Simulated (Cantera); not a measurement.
An adiabatic, constant-volume homogeneous reactor starts with 3.76 % C₃H₈, 20.2 % O₂, 76.0 % N₂, at 1025 K and 100000 Pa.

Model: GRI-Mech 3.0 (53 species, 325 reactions), integrated in Cantera. GRI-Mech 3.0 was tuned for natural gas; its chemistry of propane as a main component is partial and can be far from experiment.

Question: Predict: time of steepest temperature rise; temperature at 2.00 s; equilibrium temperature; x(O₂) at 2.00 s; x(CO) at 2.00 s; x(HCO) at 2.00 s; x(N₂O) at 2.00 s.

Answer: 
```
Property                                                            Result
---------------------------------  ---------------------------------------
time of steepest temperature rise                                  0.311 s
temperature at 2.00 s                                               2780 K
equilibrium temperature                                             2780 K
x(O₂) at 2.00 s                      0.0249 (gas-phase equilibrium 0.0249)
x(CO) at 2.00 s                      0.0361 (gas-phase equilibrium 0.0361)
x(HCO) at 2.00 s                   4.42e-8 (gas-phase equilibrium 4.42e-8)
x(N₂O) at 2.00 s                   1.05e-6 (gas-phase equilibrium 1.05e-6)
```
